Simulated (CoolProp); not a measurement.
Vapour-liquid equilibrium of propylene (1) + cyclohexane (2) at 314.9 K; x and y are mole fractions of (1).

Computed with CoolProp (multi-fluid Helmholtz-energy mixture model, Lemmon 2013 and Zhou 2014; pair parameters Bell 2016).

Q: Give the bubble pressure and the first vapour's composition at x = 0.15, 0.35, 0.55. Is there an azeotrope?

A: x = 0.15: 3.012 bar, y = 0.916; x = 0.35: 6.322 bar, y = 0.964; x = 0.55: 9.405 bar, y = 0.979. No azeotrope shows between x = 0.05 and 0.95.

Pair parameters are fitted to limited data, so mixtures are less certain than the pure fluids. The gap from Raoult's law changes sign with composition, which may be real or a fault of the pair parameters; it wasn't checked against measurements.
